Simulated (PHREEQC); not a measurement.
A made-up water analysis in mg/L, 25 °C, pH 3.28, pe 11.7: Na 43.5; K 43.4; Ca 64.9; Mg 9.07; Cl 40; S(6) as SO4 335; Si as SiO2 2.3; Zn 8.09; Sr 1.18; Cd 3.38; B 0.0351.

Valence states are taken as typed.

All values are PHREEQC results (ion-association model, wateq4f.dat), not measurements.

This is a speciation only: nothing precipitates in the calculation.

Question: Predict the ionic strength, charge-balance error.

Answer: ionic strength 0.0117 mol/kgw; charge-balance error -0.7 %.

Question: In which forms is Sr present?

Answer: Sr+2 81 %, SrSO4 19 % of the Sr.

Species that the database lacks are ignored.
